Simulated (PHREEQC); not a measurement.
Dissolve 6 mol KOH, 0.015 mol K2SO4 and 0.34 mol KBr per kg of water at 20 °C. Closed to the air; pH follows from the charge balance.

The numbers come from PHREEQC with the Pitzer model, pitzer.dat.

Question: The ionic strength comes out as 6.38 mol/kgw. What activity coefficients do SO4-2, OH-, K+, Br- get?

Answer: SO4-2 0.0071, OH- 5.1, K+ 1.0, Br- 0.40. Single-ion values are on the MacInnes scale.

No solid was allowed to form. Species that the database lacks are ignored. In brines, pH and single-ion activities rest on the MacInnes convention.
